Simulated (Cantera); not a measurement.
# Thermodynamics of oxide etching and cleaning by halides, feed TiO2 + Cl2 + H2

Input: 1 mol TiO2, 38 mol Cl2, 16 mol H2, at 0.133 bar.

Equilibrium computed with Cantera from the NASA thermochemical tables; the gas is ideal and each condensed phase is pure. Candidate condensed phases: H2O, Ti, TiCl2, TiCl3, TiCl4, TiO, TiO2, Ti2O3, Ti3O5, Ti4O7; 23 gas species. Condensed phases not in the tables: TiOCl. Equilibrium is a limit: real reactors are often held back by kinetics, nucleation or transport.

```json
[
 {"T (K)": "623", "log p HCl": "-1.10", "log p Cl2": "-1.27", "log p Cl": "-7.95", "log p TiCl4": "-4.72", "log p O2": "-9.73", "log p H2O": "-4.42", "log p ClO": "<-12", "n TiO2(rutile)": "0.992"},
 {"T (K)": "698", "log p HCl": "-1.10", "log p Cl2": "-1.26", "log p Cl": "-6.84", "log p TiCl4": "-4.53", "log p O2": "-8.30", "log p H2O": "-4.23", "log p ClO": "-11.70", "n TiO2(rutile)": "0.988"},
 {"T (K)": "773", "log p HCl": "-1.10", "log p Cl2": "-1.26", "log p Cl": "-5.94", "log p TiCl4": "-4.38", "log p O2": "-7.15", "log p H2O": "-4.08", "log p ClO": "-10.38", "n TiO2(rutile)": "0.983"},
 {"T (K)": "848", "log p HCl": "-1.10", "log p Cl2": "-1.26", "log p Cl": "-5.20", "log p TiCl4": "-4.26", "log p O2": "-6.20", "log p H2O": "-3.96", "log p ClO": "-9.30", "n TiO2(rutile)": "0.978"},
 {"T (K)": "923", "log p HCl": "-1.10", "log p Cl2": "-1.27", "log p Cl": "-4.58", "log p TiCl4": "-4.14", "log p O2": "-5.42", "log p H2O": "-3.87", "log p ClO": "-8.40", "n TiO2(rutile)": "0.971"},
 {"T (K)": "998", "log p HCl": "-1.10", "log p Cl2": "-1.27", "log p Cl": "-4.06", "log p TiCl4": "-4.02", "log p O2": "-4.79", "log p H2O": "-3.80", "log p ClO": "-7.66", "n TiO2(rutile)": "0.961"},
 {"T (K)": "1073", "log p HCl": "-1.10", "log p Cl2": "-1.27", "log p Cl": "-3.60", "log p TiCl4": "-3.87", "log p O2": "-4.30", "log p H2O": "-3.77", "log p ClO": "-7.04", "n TiO2(rutile)": "0.945"},
 {"T (K)": "1148", "log p HCl": "-1.10", "log p Cl2": "-1.27", "log p Cl": "-3.21", "log p TiCl4": "-3.69", "log p O2": "-3.92", "log p H2O": "-3.77", "log p ClO": "-6.53", "n TiO2(rutile)": "0.917"},
 {"T (K)": "1223", "log p HCl": "-1.11", "log p Cl2": "-1.28", "log p Cl": "-2.86", "log p TiCl4": "-3.50", "log p O2": "-3.63", "log p H2O": "-3.79", "log p ClO": "-6.10", "n TiO2(rutile)": "0.872"},
 {"T (K)": "1298", "log p HCl": "-1.11", "log p Cl2": "-1.29", "log p Cl": "-2.56", "log p TiCl4": "-3.32", "log p O2": "-3.40", "log p H2O": "-3.81", "log p ClO": "-5.74", "n TiO2(rutile)": "0.805"},
 {"T (K)": "1373", "log p HCl": "-1.11", "log p Cl2": "-1.31", "log p Cl": "-2.29", "log p TiCl4": "-3.16", "log p O2": "-3.21", "log p H2O": "-3.84", "log p ClO": "-5.43", "n TiO2(rutile)": "0.716"},
 {"T (K)": "1448", "log p HCl": "-1.12", "log p Cl2": "-1.33", "log p Cl": "-2.06", "log p TiCl4": "-3.03", "log p O2": "-3.06", "log p H2O": "-3.86", "log p ClO": "-5.17", "n TiO2(rutile)": "0.606"}
]
```
log p: log10 of the partial pressure in bar; n: condensed amount in mol.

From 623 K to 1448 K the condensed part is TiO2(rutile). The main Ti-bearing gas is TiCl4 throughout. The share of Ti in condensed phases is highest at 623 K (99.2 %) and lowest at 1448 K (60.6 %).
